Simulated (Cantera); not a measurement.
A closed system holds: 1 mol SiF₄, 2.4 mol H₂O, equilibrated at 1.00 bar.

Equilibrium computed with Cantera from the NASA thermochemical tables; the gas is ideal and each condensed phase is pure. Candidate condensed phases: H₂O, Si, SiO₂; 38 gas species. The tables hold silica as quartz up to 1696 K and as liquid above; real silica turns to tridymite and cristobalite and melts near 1996 K. Gases not in the tables: Si(OH)₄. Rates play no part.

Q: Which condensed phases are stable at each of these points (T (K)): 625, 825, 1025, 1225, 1425, 1625, 1825?

A: 
```json
[
 {"T (K)": "625", "condensed phases": "SiO₂(α-quartz)", "Si condensed (%)": "5.2"},
 {"T (K)": "825", "condensed phases": "SiO₂(α-quartz)", "Si condensed (%)": "16.3"},
 {"T (K)": "1025", "condensed phases": "SiO₂(β-quartz)", "Si condensed (%)": "31.2"},
 {"T (K)": "1225", "condensed phases": "SiO₂(β-quartz)", "Si condensed (%)": "45.7"},
 {"T (K)": "1425", "condensed phases": "SiO₂(β-quartz)", "Si condensed (%)": "57.7"},
 {"T (K)": "1625", "condensed phases": "SiO₂(β-quartz)", "Si condensed (%)": "66.9"},
 {"T (K)": "1825", "condensed phases": "SiO₂(condensed)", "Si condensed (%)": "74.1"}
]
```

From 625 K to 825 K the condensed part is SiO₂(α-quartz). From 1025 K to 1625 K the condensed part is SiO₂(β-quartz). At 1825 K the condensed part is SiO₂(condensed). The share of Si in condensed phases is highest at 1825 K (74.1 %) and lowest at 625 K (5.2 %).
